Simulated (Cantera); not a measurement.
Thermodynamics of silicon epitaxy and polysilicon growth, feed SiHCl₃ + HCl + H₂ + Cl₂

Feed: 1 mol SiHCl₃, 4.1 mol HCl, 32 mol H₂, 0.0041 mol Cl₂, at 1498.15 K.

These are equilibrium values from Cantera (NASA tables, ideal gas, pure condensed phases), not measurements of a reactor. Candidate condensed phases: Si; 19 gas species. The tables' values for SiCl₃, SiCl are old estimates; treat these amounts as uncertain. Kinetics and transport are ignored.

```
P (Pa)   x H₂  x HCl  x SiCl₂   x SiCl₄  x SiHCl₃
------  -----  -----  -------  --------  --------
100     0.840  0.134   0.0259   1.12e-5   7.22e-6
350     0.840  0.133   0.0256   3.85e-5   2.50e-5
1300    0.841  0.133   0.0250  0.000138   8.99e-5
4500    0.842  0.131   0.0237  0.000443  0.000292
16000   0.846  0.128   0.0211   0.00133  0.000900
56000   0.851  0.122   0.0164   0.00327   0.00235
200000  0.859  0.114   0.0103   0.00630   0.00489
```
x: gas mole fraction; nothing condenses.

From 0.00100 bar to 2.00 bar nothing is condensed. The main Si-bearing gas is SiCl₂ throughout.
